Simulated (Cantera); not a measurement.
# Thermodynamics of metals in furnace atmospheres, feed Cu + CO + H₂

A closed system holds: 1 mol Cu, 1.6 mol CO, 14 mol H₂, held at 0.480 bar.

These are equilibrium values from Cantera (NASA tables, ideal gas, pure condensed phases), not measurements of a reactor. Candidate condensed phases: C, C₆H₆, C₇H₈, C₈H₁₈, Cu, CuO, Cu(OH)₂, Cu₂O, H₂O; 113 gas species. The numbers say what is thermodynamically allowed, not how fast it happens.

From 1473 K to 1923 K the condensed part is Cu(l). The main Cu-bearing gas is Cu throughout.

| T (K) | x H₂ | x CO | x Cu | x H | x CH₄ | x H₂O | x CO₂ | n Cu(l) |
|---|---|---|---|---|---|---|---|---|
| 1473 | 0.897 | 0.102 | 1.08e-5 | 1.73e-5 | 0.000330 | 0.000317 | 1.46e-5 | 1.000 |
| 1523 | 0.897 | 0.102 | 2.51e-5 | 3.16e-5 | 0.000243 | 0.000235 | 1.00e-5 | 1.000 |
| 1573 | 0.897 | 0.102 | 5.52e-5 | 5.56e-5 | 0.000182 | 0.000178 | 7.03e-6 | 0.999 |
| 1623 | 0.897 | 0.102 | 0.000116 | 9.45e-5 | 0.000139 | 0.000138 | 5.08e-6 | 0.998 |
| 1673 | 0.897 | 0.102 | 0.000232 | 0.000156 | 0.000107 | 0.000109 | 3.76e-6 | 0.996 |
| 1723 | 0.897 | 0.102 | 0.000444 | 0.000249 | 8.28e-5 | 8.79e-5 | 2.86e-6 | 0.993 |
| 1773 | 0.896 | 0.102 | 0.000822 | 0.000389 | 6.44e-5 | 7.27e-5 | 2.24e-6 | 0.987 |
| 1823 | 0.895 | 0.102 | 0.00147 | 0.000592 | 5.00e-5 | 6.15e-5 | 1.80e-6 | 0.977 |
| 1873 | 0.894 | 0.102 | 0.00254 | 0.000881 | 3.87e-5 | 5.34e-5 | 1.49e-6 | 0.960 |
| 1923 | 0.892 | 0.102 | 0.00426 | 0.00128 | 2.99e-5 | 4.74e-5 | 1.26e-6 | 0.933 |
x: gas mole fraction; n: condensed amount in mol.
